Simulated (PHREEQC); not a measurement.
Make-up at 25 °C: 0.0093 mol/kgw CuSO4, 0.047 mol/kgw H2SO4 and 0.00081 mol/kgw NaCl. Closed to the air; pH follows from the charge balance.

Computed with PHREEQC (ion-association model, phreeqc.dat).

Q: The ionic strength comes out as 0.0929 mol/kgw. What activity coefficients do Cu+2, HSO4-, Cl-, CuCl+, Na+ get?

A: Cu+2 0.41, HSO4- 0.79, Cl- 0.77, CuCl+ 0.77, Na+ 0.79.

Precipitation was switched off in this run.
